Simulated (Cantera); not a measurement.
What does this Cantera script print?

```python
import numpy as np
import cantera as ct

gas_names = """
    NH3 H NbO2 N2O
""".split()
cond_names = """
    Nb2O5(s) Nb2O5(L)
""".split()


def load(file, names, dense=False):
    # The tables refer to 1 bar. Condensed volumes are neglected.
    table = {s.name: s for s in ct.Species.list_from_file(file)}
    out = []
    for n in names:
        d = dict(table[n].input_data)
        d["thermo"] = dict(d["thermo"], **{"reference-pressure": 1e5})
        if dense:
            d["equation-of-state"] = {"model": "constant-volume", "density": "1e6 g/cm^3"}
        out.append(ct.Species.from_dict(d))
    return out


species = {s.name: s for s in load("nasa_gas.yaml", gas_names) + load("nasa_condensed.yaml", cond_names)}
# Each term lists the table entries of one substance; the one whose range holds T is used.
reactions = {
    '2 NH3(g) + Nb2O5 = 6 H(g) + 2 NbO2(g) + N2O(g)':
        [(-2, ['NH3']), (-1, ['Nb2O5(s)', 'Nb2O5(L)']), (6, ['H']), (2, ['NbO2']), (1, ['N2O'])],
}


def pick(names, T):
    return next(species[n] for n in names if species[n].thermo.min_temp <= T <= species[n].thermo.max_temp)


results = []
for label, terms in reactions.items():
    print(label)
    print("     T/K   dH/kJ  dS/(J/K)   dG/kJ   log10 K")
    for T in [2000, 2150, 2300, 2450, 2600, 2750]:
        used = [(nu, pick(names, T)) for nu, names in terms]
        dH = sum(nu * s.thermo.h(T) for nu, s in used) / 1e6
        dS = sum(nu * s.thermo.s(T) for nu, s in used) / 1e3
        dG = dH - T * dS / 1e3
        logK = -dG * 1e6 / (ct.gas_constant * T * np.log(10))
        results.append((label, T, dH, dS, dG, logK, [s.name for _, s in used]))
        print(f"{T:8g} {dH:8.1f} {dS:8.1f} {dG:8.1f} {logK:8.2f}")
```

Output:

```
2 NH3(g) + Nb2O5 = 6 H(g) + 2 NbO2(g) + N2O(g)
     T/K   dH/kJ  dS/(J/K)   dG/kJ   log10 K
    2000   2866.6    891.9   1082.9   -28.28
    2150   2853.7    885.6    949.5   -23.07
    2300   2840.4    879.7    817.2   -18.56
    2450   2826.8    874.0    685.6   -14.62
    2600   2813.1    868.5    555.0   -11.15
    2750   2799.0    863.3    425.1    -8.07
```

Source: NASA polynomial tables (part measured, part estimated), evaluated in Cantera. Condensed species are held in their standard states even where they would react or evaporate.
